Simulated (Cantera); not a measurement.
Transport properties of process gases

Gas mixture: N2O = 0.69 (molar parts), at 170000 Pa, frozen composition.

Cantera's kinetic-theory transport with the Lennard-Jones parameters of GRI-Mech 3.0, ideal gas; thermal conductivity in the multicomponent form.

```tsv
T (K)	ρ (kg/m³)	cp (J/kg/K)	μ (µPa s)	λ (mW/m/K)	Pr	D (cm²/s) OH	D (cm²/s) H	D (cm²/s) N2
400	2.25	970.3	19.5	25.3	0.746	0.245	0.990	0.157
500	1.80	1043	23.6	33.0	0.745	0.362	1.48	0.233
600	1.50	1101	27.3	40.4	0.744	0.496	2.04	0.320
700	1.29	1150	30.8	47.7	0.743	0.646	2.67	0.418
800	1.12	1192	34.0	54.7	0.742	0.810	3.37	0.525
900	1.000	1227	37.1	61.4	0.741	0.989	4.12	0.641
```
D: mixture-averaged diffusion coefficient of that species in the mixture.
